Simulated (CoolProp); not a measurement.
Vapour-liquid equilibrium of n-octane (1) + p-xylene (2) at 0.0424 MPa; x and y are mole fractions of (1).

Model: multi-fluid Helmholtz-energy mixture model, Beckmüller 2019 and Zhou 2012; pair parameters Bell 2016, in CoolProp.

```
x     bubble temperature (°C)  y at the bubble point  dew temperature at overall composition x (°C)  liquid density (mol/L)
----  -----------------------  ---------------------  ---------------------------------------------  ----------------------
0.05                    107.2                  0.087                                          107.7                   7.256
0.15                    105.0                  0.232                                          106.2                   7.044
0.25                    103.3                  0.350                                          104.8                   6.840
0.35                    102.0                  0.452                                          103.3                   6.646
0.45                    100.8                  0.543                                          102.0                     [?]
0.55                     99.9                  0.629                                          100.8                   6.283
0.65                     99.1                  0.711                                           99.7                   6.115
0.75                     98.4                  0.793                                           98.7                     [?]
0.85                      [?]                  0.875                                           97.9                   5.800
0.95                     97.2                  0.958                                           97.2                   5.653
```

Q: Fill in the missing entries.

A: 
- 0.45, liquid density (mol/L): 6.460
- 0.75, liquid density (mol/L): 5.954
- 0.85, bubble temperature (°C): 97.7

No azeotrope shows between x = 0.05 and 0.95.

Pair parameters are fitted to limited data, so mixtures are less certain than the pure fluids.
